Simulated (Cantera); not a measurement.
A freely propagating, adiabatic, planar premixed flame of H2 : O2 : N2 = 1 : 0.769 : 2.89 (molar parts), unburnt at 350 K and 14000 Pa; mixture-averaged transport, grid criteria slope 0.08 and curve 0.16, no radiation.

Cantera simulation using the H2/O2 subset of GRI-Mech 3.0, which has no nitrogen chemistry; the numbers are that mechanism's predictions, not measurements. Burning velocities carry a grid error of a few per cent, more on coarse grids. Lean hydrogen flames are cellular in practice and burn faster than this planar one.

Task: Predict: laminar burning velocity; thermal thickness; peak x(H2O2); peak x(OH); peak x(O).

Result: 
```
Property                    Result
------------------------  --------
laminar burning velocity  161 cm/s
thermal thickness          4.60 mm
peak x(H2O2)               2.97e-5
peak x(OH)                  0.0102
peak x(O)                   0.0122
```
